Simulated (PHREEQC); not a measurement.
Consider water at 25 °C with 0.0078 mol/kgw HF, 0.002 mol/kgw H2SiF6 and 0.027 mol/kgw HNO3. Closed to the air; pH follows from the charge balance.

Model: ion-association model, wateq4f.dat, run in PHREEQC.

Precipitation was switched off in this run.

### Question
Predict the pH, ionic strength.

### Answer
pH 1.57; ionic strength 0.0331 mol/kgw.

### Question
In which forms is Si present?

### Answer
SiF6-2 98 %, H4SiO4 1.5 % of the Si.

SiF6-2 is the database's only silicon fluoride.
